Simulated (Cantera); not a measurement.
An isothermal, constant-pressure homogeneous reactor starts with C2H6 : N2 = 1 : 64 (molar parts), at 1650 K and 0.987 atm.

Computed with Cantera and GRI-Mech 3.0 (53 species, 325 reactions). GRI-Mech 3.0 stops at C3 and has no aromatics, soot or wall deposition, so with more carbon than oxygen in the feed, carbon stays in small species such as C2H2 where larger ones or solid carbon would form.

One state of this run: x C2H6 = 1.71e-6; x C2H = 3.05e-8; x H = 1.31e-5; x C2H2 = 0.0132; x CH2 = 1.79e-8; x CH4 = 0.00336; x C2H4 = 4.03e-5. x: mole fraction; the columns are a selection and need not sum to one.

Problem. Which value of t (s) does it belong to?
A) 0.00775
B) 10.0
C) 2.51e-5
D) 0.0325

Solution. D, 0.0325
